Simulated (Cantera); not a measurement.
Charge: 1 mol H₂S, 0.025 mol O₂, 2.3 mol H₂, equilibrated at 13.3 mbar.

Equilibrium computed with Cantera from the NASA thermochemical tables; the gas is ideal and each condensed phase is pure. Candidate condensed phases: H₂O, H₂SO₄, S; 19 gas species. Rates play no part.

x: gas mole fraction; nothing condenses.

```json
[
 {"T (K)": "1623", "x H₂": "0.815", "x H": "0.000540", "x S": "0.000418", "x S₂": "0.100", "x H₂S": "0.0625", "x SH": "0.00728", "x H₂O": "0.0135"},
 {"T (K)": "1823", "x H₂": "0.826", "x H": "[?]", "x S": "[?]", "x S₂": "0.109", "x H₂S": "[?]", "x SH": "[?]", "x H₂O": "0.0130"},
 {"T (K)": "2023", "x H₂": "0.817", "x H": "0.0149", "x S": "0.0104", "x S₂": "0.106", "x H₂S": "0.0170", "x SH": "0.0221", "x H₂O": "0.0121"},
 {"T (K)": "2223", "x H₂": "0.778", "x H": "0.0489", "x S": "0.0309", "x S₂": "0.0908", "x H₂S": "0.00926", "x SH": "0.0296", "x H₂O": "0.0104"},
 {"T (K)": "2423", "x H₂": "0.691", "x H": "0.128", "x S": "0.0687", "x S₂": "0.0640", "x H₂S": "0.00461", "x SH": "0.0326", "x H₂O": "0.00796"},
 {"T (K)": "2623", "x H₂": "0.545", "x H": "0.269", "x S": "0.113", "x S₂": "0.0330", "x H₂S": "0.00185", "x SH": "0.0274", "x H₂O": "0.00531"},
 {"T (K)": "2823", "x H₂": "0.362", "x H": "0.462", "x S": "0.138", "x S₂": "0.0119", "x H₂S": "0.000552", "x SH": "0.0170", "x H₂O": "0.00298"},
 {"T (K)": "3023", "x H₂": "0.194", "x H": "0.646", "x S": "0.140", "x S₂": "0.00357", "x H₂S": "0.000126", "x SH": "0.00837", "x H₂O": "0.00115"},
 {"T (K)": "3223", "x H₂": "[?]", "x H": "0.765", "x S": "0.136", "x S₂": "[?]", "x H₂S": "[?]", "x SH": "[?]", "x H₂O": "[?]"},
 {"T (K)": "3423", "x H₂": "0.0368", "x H": "0.821", "x S": "0.133", "x S₂": "0.000419", "x H₂S": "5.38e-6", "x SH": "0.00175", "x H₂O": "4.52e-5"}
]
```

### Question
What belongs in the gaps?

### Answer

- 1823, x H: 0.00341
- 1823, x S: 0.00255
- 1823, x H₂S: 0.0316
- 1823, x SH: 0.0139
- 3223, x H₂: 0.0873
- 3223, x S₂: 0.00114
- 3223, x H₂S: 2.56e-5
- 3223, x SH: 0.00379
- 3223, x H₂O: 0.000262
